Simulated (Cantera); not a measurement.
A closed system holds: 1 mol FeCl3, 0.22 mol H2, 0.74 mol N2, at 975 °C and 0.00240 bar.

Method: chemical equilibrium by Gibbs-energy minimisation in Cantera with the NASA 1993 tables (ideal gas, pure condensed phases). The numbers say what is thermodynamically allowed, not how fast it happens.

| species | before | after |
|---|---|---|
| FeCl2 | 0.336 | 0.337 |
| N2 | 0.307 | 0.299 |
| HCl | 0.183 | 0.226 |
| Cl2 | 0.0578 | 0.0400 |
| FeCl3 | 0.0793 | 0.0664 |
| Cl | 0.0376 | 0.0313 |
| Fe2Cl4 | 0.000103 | 0.000104 |
Gas species are given as mole fractions.

Task: What was changed between the two runs?
(A) H2 from 0.22 to 36 mol
(B) H2 from 0.22 to 0.6 mol
(C) temperature from 975 °C to 1527 °C
(D) H2 from 0.22 to 0.28 mol

Result: D, H2 from 0.22 to 0.28 mol
